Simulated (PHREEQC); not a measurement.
K2CO3 is added in steps, without added water, to 1 kg of water holding 0.073 mol/kgw Cu(NO3)2 and 0.0043 mol/kgw NaCl, at 40 °C. Oxygen is held at 0.21 atm. CO2 is held at log p = -1 (atm). Solids allowed: Cu(OH)2, Malachite, Atacamite, Cu2(OH)3NO3, Halite, Nahcolite, Natron. Others were left out.

Base run: PHREEQC, ion-association model, wateq4f.dat. Each further column changes one thing. The table gives pH.

```
K2CO3 added (mol)  base  metal-ligand complexes left out  Debye-Hückel limiting law  Davies equation for every ion
-----------------  ----  -------------------------------  -------------------------  -----------------------------
0                  3.86                             4.07                       4.08                           3.88
0.02813            4.27                             4.27                       4.48                           4.28
0.04688            4.38                             4.38                       4.58                           4.39
0.075              6.41                             6.41                       6.32                           6.40
0.1031             7.57                             7.57                       7.46                           7.57
0.1219             7.77                             7.77                       7.64                           7.77
0.15               7.96                             7.96                       7.80                           7.96
```

At this temperature some constants are extrapolated from 25 °C, and those without enthalpy data are left unchanged. The database's constant for dissolved Cu(OH)2 is higher than later reviews accept.
